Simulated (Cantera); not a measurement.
Charge: 1 mol Fe, 2.5 mol SO₂, 98 mol H₂, equilibrated at 1.60 bar.

These are equilibrium values from Cantera (NASA tables, ideal gas, pure condensed phases), not measurements of a reactor. Candidate condensed phases: Fe, FeO, Fe(OH)₂, Fe(OH)₃, FeS, FeSO₄, FeS₂, Fe₂O₃, Fe₂(SO₄)₃, Fe₃O₄, H₂O, H₂SO₄, S; 22 gas species. Metal and sulfide melt together well below either melting point, which pure phases cannot show. Mutual solubility and eutectic melting of coexisting phases are not modelled. FeS: taken at fixed stoichiometry. Gases not in the tables: S₃ to S₇. Equilibrium is a limit: real reactors are often held back by kinetics, nucleation or transport.

**Question.** Which condensed phases are stable at each of these points (T (°C)): 377, 527, 677, 827, 977, 1127, 1277, 1427?

**Answer.** 
```
T (°C)  condensed phases  Fe condensed (%)
------  ----------------  ----------------
377               FeS(s)             100.0
527               FeS(s)             100.0
677               FeS(s)             100.0
827               FeS(s)             100.0
977               FeS(s)             100.0
1127              FeS(s)             100.0
1277              FeS(l)             100.0
1427      Fe(δ) + FeS(l)             100.0
```

From 377 °C to 1127 °C the condensed part is FeS(s). At 1277 °C the condensed part is FeS(l). At 1427 °C the condensed part is Fe(δ) + FeS(l).
